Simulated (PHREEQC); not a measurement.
0.015 g of hydrous ferric oxide (600 m²/g; 0.2 weak and 0.005 strong sites per Fe, Dzombak-Morel constants, diffuse double layer) in 1 kg of water with 0.1 mol/kgw of an inert sodium salt and 1.9e-05 mol/kgw CaCl2, at 25 °C; the pH is set by adding NaOH or the inert anion's acid. O2 is buffered at 0.21 atm. CO2 from the air is kept out. No solid was allowed to form.

Equilibrium calculation in PHREEQC: ion-association model, wateq4f.dat.

```csv
pH,Ca sorbed (%),surface charge σ (C/m²),surface potential ψ (mV)
3,0.0,0.363,153
3.5,0.0,0.350,(withheld)
4.5,0.0,(withheld),138
5,0.0,0.215,126
5.5,0.0,0.159,(withheld)
6.5,0.0,0.074,74
7,0.0,0.045,52
7.5,0.2,0.023,(withheld)
8.5,3.6,-0.011,(withheld)
9,8.8,-0.028,-36
9.5,22.9,(withheld),-51
10.5,(withheld),-0.061,-65
11,66.5,-0.066,-69
```

Question: Complete the blanks.

Answer: 
- 3.5, surface potential ψ (mV): 151
- 4.5, surface charge σ (C/m²): 0.272
- 5.5, surface potential ψ (mV): 111
- 7.5, surface potential ψ (mV): 30
- 8.5, surface potential ψ (mV): -16
- 9.5, surface charge σ (C/m²): -0.043
- 10.5, Ca sorbed (%): 58.1

The oxide is taken as insoluble; below pH 4 it would dissolve.
